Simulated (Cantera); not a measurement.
Charge: 1 mol CaCO3, 0.55 mol H2, equilibrated at 21.0 mbar.

These are equilibrium values from Cantera (NASA tables, ideal gas, pure condensed phases), not measurements of a reactor. Candidate condensed phases: C, C6H6, C7H8, C8H18, Ca, CaCO3, CaO, Ca(OH)2, H2O; 115 gas species. Rates play no part. All values below are at 1525 °C.

Base state: CO2 0.353, CO 0.291, H2O 0.291, H2 0.0630, H 0.000610, OH 0.000185 (mole fractions); condensed: CaO(s).

What changes in the equilibrium state with this change: pressure from 21.0 mbar to 1.60 mbar?


```csv
species,before,after
CO2,0.353,0.353
CO,0.291,0.291
H2O,0.291,0.290
H,0.000610,0.00220
H2,0.0630,0.0627
O2,2.84e-6,3.74e-5
O,1.39e-6,1.83e-5
OH,0.000185,0.000671
"CaO(s), mol",1.000,1.000
```
